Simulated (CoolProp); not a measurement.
Properties of n-perfluorohexane at several states.

Computed with CoolProp (reference Helmholtz-energy equation of state, Gao 2022).

| T (°C) | p (MPa) | phase | cp (kJ/(kg K)) | fugacity coefficient |
|---|---|---|---|---|
| -36.45 | 0.151 | liquid | ___ | ___ |
| -37.55 | 3.36 | liquid | 0.9474 | ___ |
| 135.05 | 2.28 | liquid | 1.232 | 0.3047 |
| 95.05 | 0.0296 | gas | ___ | 0.9882 |
| 106.35 | 1.42 | liquid | ___ | ___ |

Problem. Complete the blanks.

Solution. 
- -36.45, cp (kJ/(kg K)): 0.9506
- -36.45, fugacity coefficient: 0.005280
- -37.55, fugacity coefficient: 0.0002932
- 95.05, cp (kJ/(kg K)): 0.9176
- 106.35, cp (kJ/(kg K)): 1.179
- 106.35, fugacity coefficient: 0.2689
